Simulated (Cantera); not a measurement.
A closed system holds: 1 mol SiCl4, 1.1 mol Cl2, 17 mol H2, equilibrated at 1200 Torr.

Method: chemical equilibrium by Gibbs-energy minimisation in Cantera with the NASA 1993 tables (ideal gas, pure condensed phases). Candidate condensed phases: Si; 19 gas species. The tables' values for SiCl3 are old estimates; treat these amounts as uncertain. Kinetics and transport are ignored.

**Question.** At 1373 K, list the 4 most abundant gas species with their mole fractions, and the condensed phases.

**Answer.** H2 0.807, HCl 0.141, SiCl4 0.0304, SiHCl3 0.0110. Condensed: gas only.
